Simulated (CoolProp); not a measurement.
Vapour-liquid equilibrium of ethylene (1) + propylene (2) at 0.179 MPa; x and y are mole fractions of (1).

Values from CoolProp's multi-fluid Helmholtz-energy mixture model, Smukala 2000 and Lemmon 2013; pair parameters Bell 2016.

Task: Give the bubble temperature and the first vapour's composition at x = 0.15, 0.45, 0.95. Is there an azeotrope?

Result: x = 0.15: -57.4 °C, y = 0.684; x = 0.45: -78.5 °C, y = 0.935; x = 0.95: -92.5 °C, y = 0.997. No azeotrope shows between x = 0.05 and 0.95.

Pair parameters are fitted to limited data, so mixtures are less certain than the pure fluids. The gap from Raoult's law changes sign with composition, which may be real or a fault of the pair parameters; it wasn't checked against measurements.
